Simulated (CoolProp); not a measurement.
Properties of methanol at several states (Tc = 513.4 K, pc = 8216 kPa, ω = 0.565).

Computed with CoolProp (reference Helmholtz-energy equation of state, de Reuck 1993).

```csv
T (K),p (kPa),phase,density (kg/m³),speed of sound (m/s),Joule-Thomson coefficient (K/MPa),expansivity (1/kK),viscosity (µPa s)
467,7100,liquid,583.8,559.2,0.2952,3.850,96.2
309.7,72.2,liquid,(withheld),(withheld),-0.3071,1.222,462
490.5,615,gas,4.980,(withheld),(withheld),2.335,15.9
537.8,1200,gas,8.955,389.0,9.009,(withheld),(withheld)
225.6,268,liquid,855.2,1362,-0.3865,1.138,(withheld)
```

Q: Fill in the missing entries.

A: 
- 309.7, density (kg/m³): 775.4
- 309.7, speed of sound (m/s): 1063
- 490.5, speed of sound (m/s): 377.3
- 490.5, Joule-Thomson coefficient (K/MPa): 14.56
- 537.8, expansivity (1/kK): 2.185
- 537.8, viscosity (µPa s): 17.5
- 225.6, viscosity (µPa s): 2130

Viscosity comes from a separate model (Xiang 2006).
